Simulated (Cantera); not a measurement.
Thermodynamics of silicon etching in halogen gases, feed Si + Br2 + H2

A closed system holds: 1 mol Si, 1.1 mol Br2, 10 mol H2, at 6.70 mbar.

Equilibrium computed with Cantera from the NASA thermochemical tables; the gas is ideal and each condensed phase is pure. Candidate condensed phases: Br2, Si; 19 gas species. The tables' values for SiBr3 are old estimates; treat these amounts as uncertain. Kinetics and transport are ignored.

From 850 K to 1100 K the condensed part is Si(s). The main Si-bearing gas is SiBr4 throughout. The share of Si in condensed phases is highest at 1100 K (62.5 %) and lowest at 850 K (48.4 %).

| T (K) | x H2 | x HBr | x SiBr4 | x SiBr2 | x SiHBr3 | n Si(s) |
|---|---|---|---|---|---|---|
| 850 | 0.935 | 0.0160 | 0.0459 | 0.000188 | 0.00248 | 0.484 |
| 875 | 0.932 | 0.0207 | 0.0446 | 0.000341 | 0.00247 | 0.496 |
| 900 | 0.928 | 0.0261 | 0.0429 | 0.000597 | 0.00245 | 0.509 |
| 925 | 0.923 | 0.0325 | 0.0410 | 0.00101 | 0.00241 | 0.524 |
| 950 | 0.917 | 0.0399 | 0.0387 | 0.00164 | 0.00234 | 0.540 |
| 975 | 0.910 | 0.0481 | 0.0360 | 0.00257 | 0.00225 | 0.557 |
| 1000 | 0.903 | 0.0571 | 0.0329 | 0.00390 | 0.00212 | 0.574 |
| 1025 | 0.895 | 0.0668 | 0.0294 | 0.00573 | 0.00197 | 0.591 |
| 1050 | 0.887 | 0.0768 | 0.0255 | 0.00811 | 0.00179 | 0.605 |
| 1075 | 0.878 | 0.0867 | 0.0213 | 0.0110 | 0.00158 | 0.617 |
| 1100 | 0.869 | 0.0961 | 0.0171 | 0.0145 | 0.00135 | 0.625 |
x: gas mole fraction; n: condensed amount in mol.
